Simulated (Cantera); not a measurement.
What does this Cantera script print?

```python
import numpy as np
import cantera as ct

gas_names = """
    AL ALH ALN AL2 H H2 N NH NH2 NH3 N2 N2H2 N2H4
""".split()
cond_names = """
    AL(cr) AL(L) ALN(s)
""".split()


# ... load() reads the species with a 1 bar reference pressure and builds the phases ...
atoms = {
    'AlN': {'AL': 1, 'N': 1},
    'H2': {'H': 2},
}
top_T = {'ALN(s)': 2750}  # K; cautious upper limits of use, not melting points


# ... equilibrate(T, P, feed) seeds the gas with the atoms and calls Mixture.equilibrate('TP', solver="vcs", rtol=1e-11, max_steps=5000) ...
results = []
feed = {'AlN': 1, 'H2': 180}  # mol
T = 1498  # K
P = 3.3  # Pa
mix = equilibrate(T, P, feed)
results.append((T, P, feed, dict(zip(mix.species_names, mix.species_moles))))
x = sorted(zip(gas.X, gas.species_names), reverse=True)
print(f"T = {T:g} K  P = {P:g} Pa  gas = {mix.phase_moles(0):.4g} mol")
print("   x: " + "  ".join(f"{s} {v:.3e}" for v, s in x if v > 0.0001))
print("   condensed (mol): " + ("  ".join(f"{mix.phase(i).name} {mix.phase_moles(i):.4g}"
      for i in range(1, mix.n_phases) if mix.phase_moles(i) > 1e-12) or "none"))
```

It prints:

```
T = 1498 K  P = 3.3 Pa  gas = 181.8 mol
   x: H2 9.888e-01  AL 5.464e-03  H 2.975e-03  N2 2.751e-03
   condensed (mol): none
```

Method: chemical equilibrium by Gibbs-energy minimisation in Cantera with the NASA 1993 tables (ideal gas, pure condensed phases).
